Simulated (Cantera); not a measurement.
Cantera run, input and output.

```python
import numpy as np
import cantera as ct

gas = ct.Solution("gri30.yaml")
gas.TPX = 1300, 1333, {'H2': 0.011, 'O2': 1, 'N2': 3.9}
reactor = ct.IdealGasConstPressureReactor(gas, energy="off", clone=False)
net = ct.ReactorNet([reactor])
net.rtol, net.atol = 1e-08, 1e-18
show = ['H2', 'O2', 'O', 'H', 'N2O', 'OH', 'H2O2']
times = np.geomspace(0.0007, 100, 15)

steps = ct.SolutionArray(gas, extra=["t"])
rows = []
print(f"{'t/s':>10s}{'T/K':>9s}{'P/Pa':>11s}" + "".join(f"{s:>11s}" for s in show))
for t in times:
    while net.time < t:
        t_next = net.step()
        steps.append(gas.state, t=t_next)
    rows.append([np.interp(t, steps.t, y) for y in (steps.T, steps.P, *steps(*show).X.T)])
    print(f"{t:10.3e}{rows[-1][0]:9.1f}{rows[-1][1]:11.4g}" + "".join(f"{x:11.3e}" for x in rows[-1][2:]))
rate = np.gradient(steps.T, steps.t)
print("integrator steps:", len(steps.t))
if steps.T.max() > steps.T[0] + 200:
    print(f"time of steepest temperature rise: {steps.t[rate.argmax()]:.4e} s")
gas.TPX = 1300, 1333, {'H2': 0.011, 'O2': 1, 'N2': 3.9}
gas.equilibrate("TP")
print(f"equilibrium (TP): T = {gas.T:.1f} K  " + "  ".join(f"{s} {gas[s].X[0]:.3e}" for s in show))
```

Output:

```
       t/s      T/K       P/Pa         H2         O2          O          H        N2O         OH       H2O2
 7.000e-04   1300.0       1333  2.240e-03  2.036e-01  1.529e-09  4.742e-10  4.229e-15  1.413e-09  2.247e-13
 1.634e-03   1300.0       1333  2.240e-03  2.036e-01  5.502e-09  9.274e-10  1.111e-14  4.712e-09  1.125e-12
 3.815e-03   1300.0       1333  2.240e-03  2.036e-01  2.933e-08  3.508e-09  3.410e-14  2.326e-08  5.104e-12
 8.907e-03   1300.0       1333  2.239e-03  2.036e-01  5.649e-07  6.093e-08  2.011e-13  4.349e-07  1.981e-11
 2.079e-02   1300.0       1333  1.781e-03  2.032e-01  3.024e-04  3.480e-05  6.523e-11  2.060e-04  2.403e-09
 4.854e-02   1300.0       1333  1.146e-05  2.015e-01  1.916e-03  8.557e-05  4.155e-09  2.395e-04  2.900e-09
 1.133e-01   1300.0       1333  9.370e-06  2.016e-01  1.823e-03  7.697e-05  1.208e-08  2.268e-04  2.703e-09
 2.646e-01   1300.0       1333  8.350e-06  2.017e-01  1.615e-03  6.436e-05  1.974e-08  2.142e-04  2.608e-09
 6.177e-01   1300.0       1333  6.513e-06  2.019e-01  1.247e-03  4.386e-05  2.347e-08  1.893e-04  2.393e-09
 1.442e+00   1300.0       1333  3.991e-06  2.022e-01  7.534e-04  2.073e-05  2.521e-08  1.483e-04  1.950e-09
 3.366e+00   1300.0       1333  1.743e-06  2.025e-01  3.246e-04  5.904e-06  2.697e-08  9.814e-05  1.252e-09
 7.859e+00   1300.0       1333  5.498e-07  2.027e-01  1.015e-04  1.038e-06  2.804e-08  5.522e-05  5.682e-10
 1.835e+01   1300.0       1333  1.443e-07  2.027e-01  2.655e-05  1.393e-07  2.658e-08  2.834e-05  1.900e-10
 4.283e+01   1300.0       1333  3.743e-08  2.027e-01  6.879e-06  1.841e-08  2.053e-08  1.445e-05  5.602e-11
 1.000e+02   1300.0       1333  1.110e-08  2.027e-01  2.041e-06  2.979e-09  1.073e-08  7.881e-06  1.777e-11
integrator steps: 1478
equilibrium (TP): T = 1300.0 K  H2 3.767e-09  O2 2.025e-01  O 6.940e-07  H 5.920e-10  N2O 3.018e-09  OH 4.597e-06  H2O2 6.383e-12
```

Detailed kinetics in Cantera: GRI-Mech 3.0 (53 species, 325 reactions). Radical loss at walls, strong at low pressure, is not modelled.
